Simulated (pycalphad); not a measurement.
All values are pycalphad results on the COST 507 light-alloy database (1999) (1 atm), not direct measurements. The database dates from 1999; later assessments differ in places, in temperatures and in the compounds included. Amounts are mole fractions of atoms.

Problem. Give the equilibrium state of Al-1.782Si-0.7828Fe (wt.%) at 527 °C.

Solution. fcc, fraction 0.971, with 1.0 Si, <0.01 Fe wt.%; ALFESI_BETA, fraction 0.025, with 13.4 Si, 26.6 Fe wt.%; diamond (Si), fraction 0.004, with >99.99 Si, no Fe wt.%.

Problem. Give the equilibrium state of Al-1.782Si-0.7828Fe (wt.%) at 577 °C.

Solution. fcc, fraction 0.975, with 1.4 Si, 0.01 Fe wt.%; ALFESI_BETA, fraction 0.025, with 13.4 Si, 26.6 Fe wt.%.

Database names, with the compositions (at.%) that they take in these runs: ALFESI_BETA: Al 70 Si 15 Fe 15. An entry "none" or "no" means that the model of the phase leaves that element out.
